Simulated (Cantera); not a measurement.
A Cantera script and its output.

```python
import numpy as np
import cantera as ct

gas = ct.Solution("gri30.yaml")


def delay(T, t_max=10):
    gas.TPX = T, 78000, {'CH3OH': 1, 'O2': 2.54, 'N2': 13.5}
    reactor = ct.IdealGasConstPressureReactor(gas, clone=False)
    net = ct.ReactorNet([reactor])
    net.rtol, net.atol = 1e-8, 1e-16
    while net.time < t_max:
        t_old, T_old = net.time, reactor.T
        net.step()
        if reactor.T > T + 400:  # ignition: a rise of 400 K
            return t_old + (T + 400 - T_old) / (reactor.T - T_old) * (net.time - t_old)
    return np.nan


taus = []
for T in [1250, 1325, 1400, 1475, 1550, 1625]:
    taus.append(delay(T))
    print(f"T0 = {T:6g} K   tau = {taus[-1]:.4e} s")
```

Output:

```
T0 =   1250 K   tau = 6.8732e-03 s
T0 =   1325 K   tau = 2.4931e-03 s
T0 =   1400 K   tau = 1.0501e-03 s
T0 =   1475 K   tau = 5.0448e-04 s
T0 =   1550 K   tau = 2.7574e-04 s
T0 =   1625 K   tau = 1.6832e-04 s
```

Cantera simulation using GRI-Mech 3.0 (53 species, 325 reactions); the numbers are that mechanism's predictions, not measurements. GRI-Mech 3.0 was tuned for natural gas; its chemistry of methanol as a main component is partial and can be far from experiment.
